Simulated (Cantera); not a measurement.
A closed system holds: 1 mol CH3Cl, 0.031 mol F2, 0.032 mol HCl, equilibrated at 1225 K and 0.480 bar.

These are equilibrium values from Cantera (NASA tables, ideal gas, pure condensed phases), not measurements of a reactor. Candidate condensed phases: C, C6H6, C7H8, C8H18; 118 gas species. Equilibrium is a limit: real reactors are often held back by kinetics, nucleation or transport.

### Question
What is the equilibrium state?

### Answer
```json
{
 "x(HCl)": "0.501",
 "x(H2)": "0.468",
 "x(HF)": "0.0301",
 "x(CH4)": "0.00138",
 "n(C(graphite))": "0.997 mol",
 "gas_amount": "2.060 mol"
}
```
